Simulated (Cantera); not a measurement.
A Cantera script and what it prints.

```python
import numpy as np
import cantera as ct

gas_names = """
    C CH CH2 CH3 CH2OH CH3O CH4 CH3OH CN CO CO2 COOH C2 C2H CHCO,ketyl C2H2,acetylene C2H2,vinylidene
    CH2CO,ketene C2H3,vinyl CH3CN CH3CO,acetyl C2H4 C2H4O,ethylen CH3CHO,ethanal CH3COOH (HCOOH)2 C2H5
    C2H6 CH3OCH3 C2H5OH CCN CNC C2N2 C2O C3 C3H3,propargyl C3H4,allene C3H4,propyne C3H4,cyclo-
    C3H5,allyl C3H6,propylene C3H6,cyclo- C3H6O C3H7,n-propyl C3H7,i-propyl C3H8 C3H8O,1propanol
    C3H8O,2propanol C3O2 C4 C4H2 C4H4,1,3-cyclo- C4H6,butadiene C4H6,2-butyne C4H6,cyclo- C4H8,1-butene
    C4H8,cis2-buten C4H8,tr2-butene C4H8,isobutene C4H8,cyclo- (CH3COOH)2 C4H9,n-butyl C4H9,i-butyl
    C4H9,s-butyl C4H9,t-butyl C4H10,isobutane C4H10,n-butane C4N2 C5 C5H6,1,3cyclo- C5H8,cyclo-
    C5H10,1-pentene C5H10,cyclo- C5H11,pentyl C5H11,t-pentyl C5H12,n-pentane C5H12,i-pentane
    CH3C(CH3)2CH3 C6H2 C6H5,phenyl C6H5O,phenoxy C6H6 C6H5OH,phenol C6H10,cyclo- C6H12,1-hexene
    C6H12,cyclo- C6H13,n-hexyl C7H7,benzyl C7H8 C7H8O,cresol C7H14,1-heptene C7H15,n-heptyl
    C7H16,n-heptane C8H8,styrene C8H10,ethylbenz C8H16,1-octene C8H17,n-octyl C8H18,isooctane
    C8H18,n-octane C9H19,n-nonyl C10H8,naphthale C10H21,n-decyl C12H9,o-bipheny C12H10,bipheny H HCN HCO
    HCCN HNC HNCO HNO HNO2 HNO3 HO2 H2 HCHO,formaldehy HCOOH H2O H2O2 N NCO NH NH2 NH3 NH2OH NO NO2 NO3
    N2 N2H2 N2H4 N2O O OH O2 O3
""".split()
cond_names = """
    C(gr) C6H6(L) C7H8(L) C8H18(L),n-octa H2O(s) H2O(L)
""".split()


def load(file, names, dense=False):
    # The tables refer to 1 bar. Condensed volumes are neglected.
    table = {s.name: s for s in ct.Species.list_from_file(file)}
    out = []
    for n in names:
        d = dict(table[n].input_data)
        d["thermo"] = dict(d["thermo"], **{"reference-pressure": 1e5})
        if dense:
            d["equation-of-state"] = {"model": "constant-volume", "density": "1e6 g/cm^3"}
        out.append(ct.Species.from_dict(d))
    return out


gas = ct.Solution(thermo="ideal-gas", species=load("nasa_gas.yaml", gas_names))
cond = {s.name: ct.Solution(thermo="fixed-stoichiometry", species=[s], name=s.name)
        for s in load("nasa_condensed.yaml", cond_names, dense=True)}
atoms = {
    'C2H5OH': {'C': 2, 'H': 6, 'O': 1},
    'NH3': {'N': 1, 'H': 3},
    'N2': {'N': 2},
}
top_T = {'C(gr)': 4500}  # K; cautious upper limits of use, not melting points


def equilibrate(T, P, feed):
    n = {}
    for name, mol in feed.items():
        for a, k in atoms[name].items():
            n[a] = n.get(a, 0.0) + k * mol
    gas.TPX = T, P, n
    mass = sum(n.values()) * gas.mean_molecular_weight
    gas.equilibrate("TP")
    valid = [c for c in cond.values() if c.min_temp <= T <= top_T.get(c.name, c.max_temp)]
    mix = ct.Mixture([(gas, mass / gas.mean_molecular_weight)] + [(c, 0.0) for c in valid])
    mix.T, mix.P = T, P
    mix.equilibrate("TP", solver="vcs", rtol=1e-11, max_steps=5000)
    return mix


results = []
feed = {'C2H5OH': 1, 'NH3': 0.24, 'N2': 0.32}  # mol
P = 360  # Pa
for T in [823, 923, 1023, 1123, 1223, 1323, 1423, 1523, 1623, 1723, 1823, 1923, 2023]:
    mix = equilibrate(T, P, feed)
    results.append((T, P, feed, dict(zip(mix.species_names, mix.species_moles))))
    x = sorted(zip(gas.X, gas.species_names), reverse=True)
    print(f"T = {T:g} K  P = {P:g} Pa  gas = {mix.phase_moles(0):.4g} mol")
    print("   x: " + "  ".join(f"{s} {v:.3e}" for v, s in x if v > 1e-06))
    print("   condensed (mol): " + ("  ".join(f"{mix.phase(i).name} {mix.phase_moles(i):.4g}"
          for i in range(1, mix.n_phases) if mix.phase_moles(i) > 1e-12) or "none"))
```

Result:

```
T = 823 K  P = 360 Pa  gas = 4.732 mol
   x: H2 7.004e-01  CO 1.922e-01  N2 9.299e-02  H2O 6.416e-03  CO2 6.367e-03  CH4 1.648e-03  NH3 1.535e-06
   condensed (mol): C(gr) 1.053
T = 923 K  P = 360 Pa  gas = 4.792 mol
   x: H2 6.996e-01  CO 2.069e-01  N2 9.182e-02  H2O 8.048e-04  CO2 4.862e-04  CH4 4.098e-04
   condensed (mol): C(gr) 1.004
T = 1023 K  P = 360 Pa  gas = 4.798 mol
   x: H2 6.998e-01  CO 2.081e-01  N2 9.170e-02  H2O 1.435e-04  CH4 1.323e-04  CO2 5.579e-05  HCN 1.884e-06
   condensed (mol): C(gr) 1
T = 1123 K  P = 360 Pa  gas = 4.8 mol
   x: H2 6.999e-01  CO 2.083e-01  N2 9.167e-02  CH4 5.176e-05  H2O 3.464e-05  CO2 9.432e-06  HCN 7.581e-06
   condensed (mol): C(gr) 0.9999
T = 1223 K  P = 360 Pa  gas = 4.8 mol
   x: H2 7.000e-01  CO 2.083e-01  N2 9.166e-02  HCN 2.424e-05  CH4 2.350e-05  H2O 1.055e-05  H 4.192e-06  CO2 2.149e-06
   condensed (mol): C(gr) 0.9998
T = 1323 K  P = 360 Pa  gas = 4.8 mol
   x: H2 6.999e-01  CO 2.083e-01  N2 9.163e-02  HCN 6.487e-05  H 2.211e-05  CH4 1.199e-05  H2O 3.848e-06
   condensed (mol): C(gr) 0.9996
T = 1423 K  P = 360 Pa  gas = 4.8 mol
   x: H2 6.998e-01  CO 2.083e-01  N2 9.159e-02  HCN 1.509e-04  H 9.261e-05  CH4 6.715e-06  C2H2,acetylene 2.403e-06  HNC 1.958e-06  H2O 1.620e-06
   condensed (mol): C(gr) 0.9992
T = 1523 K  P = 360 Pa  gas = 4.801 mol
   x: H2 6.996e-01  CO 2.083e-01  N2 9.149e-02  H 3.222e-04  HCN 3.138e-04  C2H2,acetylene 8.265e-06  HNC 5.700e-06  CH4 4.057e-06
   condensed (mol): C(gr) 0.9984
T = 1623 K  P = 360 Pa  gas = 4.802 mol
   x: H2 6.988e-01  CO 2.082e-01  N2 9.132e-02  H 9.630e-04  HCN 5.949e-04  C2H2,acetylene 2.435e-05  HNC 1.452e-05  CH4 2.607e-06
   condensed (mol): C(gr) 0.9968
T = 1723 K  P = 360 Pa  gas = 4.806 mol
   x: H2 6.972e-01  CO 2.081e-01  N2 9.101e-02  H 2.538e-03  HCN 1.045e-03  C2H2,acetylene 6.310e-05  HNC 3.309e-05  CH4 1.761e-06
   condensed (mol): C(gr) 0.9942
T = 1823 K  P = 360 Pa  gas = 4.814 mol
   x: H2 6.938e-01  CO 2.077e-01  N2 9.050e-02  H 6.015e-03  HCN 1.719e-03  C2H2,acetylene 1.467e-04  HNC 6.863e-05  CH4 1.237e-06
   condensed (mol): C(gr) 0.99
T = 1923 K  P = 360 Pa  gas = 4.831 mol
   x: H2 6.872e-01  CO 2.070e-01  N2 8.967e-02  H 1.302e-02  HCN 2.670e-03  C2H2,acetylene 3.102e-04  HNC 1.312e-04
   condensed (mol): C(gr) 0.9835
T = 2023 K  P = 360 Pa  gas = 4.863 mol
   x: H2 6.752e-01  CO 2.056e-01  N2 8.839e-02  H 2.601e-02  HCN 3.939e-03  C2H2,acetylene 6.032e-04  HNC 2.333e-04  CN 3.764e-06
   condensed (mol): C(gr) 0.9738
```

Equilibrium computed with Cantera from the NASA thermochemical tables; the gas is ideal and each condensed phase is pure.
